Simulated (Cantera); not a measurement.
## Pyrogenic steam for wet oxidation

An isothermal, constant-pressure homogeneous reactor starts with 7.48 % H₂, 7.71 % O₂, 84.8 % N₂, equivalence ratio 0.48, at 948 K and 100000 Pa.

Cantera simulation using the H2/O2 subset of GRI-Mech 3.0, which has no nitrogen chemistry; the numbers are that mechanism's predictions, not measurements. Below about 950 K walls govern HO2 and H2O2 in real vessels. The temperature is held fixed by assumption; the heat of reaction is taken as removed at once.

```csv
t (s),x H₂,x O₂,x O,x H,x H₂O₂,x HO₂
1.00e-5,0.0748,0.0771,<1e-12,7.32e-12,<1e-12,1.19e-11
2.70e-5,0.0748,0.0771,2.85e-12,1.73e-11,<1e-12,4.19e-11
7.28e-5,0.0748,0.0771,8.07e-12,4.12e-11,<1e-12,1.75e-10
0.000196,0.0748,0.0771,1.87e-11,9.00e-11,1.88e-12,8.45e-10
0.000529,0.0748,0.0771,3.40e-11,1.60e-10,2.44e-11,4.03e-9
0.00143,0.0748,0.0771,5.31e-11,2.49e-10,2.90e-10,1.70e-8
0.00385,0.0748,0.0771,1.32e-10,6.19e-10,3.44e-9,8.18e-8
0.0104,0.0748,0.0771,1.65e-9,7.77e-9,1.00e-7,1.16e-6
0.0280,0.0356,0.0583,1.03e-7,3.27e-7,7.25e-5,2.28e-5
0.0756,0.0319,0.0564,2.61e-7,8.07e-7,0.000189,3.21e-5
0.204,0.0215,0.0514,2.34e-7,5.65e-7,0.000168,2.80e-5
0.550,0.00786,0.0450,1.83e-7,2.22e-7,8.65e-5,1.86e-5
1.48,0.000882,0.0417,6.09e-8,1.79e-8,9.18e-6,5.60e-6
4.00,9.49e-5,0.0413,4.33e-9,5.62e-10,3.00e-7,9.89e-7
```
x: mole fraction; the columns are a selection and need not sum to one.

Equilibrium at this temperature and pressure: H₂ 6.57e-12, O₂ 0.0412, O 6.07e-12, H <1e-12, H₂O₂ 2.20e-11, HO₂ 1.01e-10 (gas phase only).
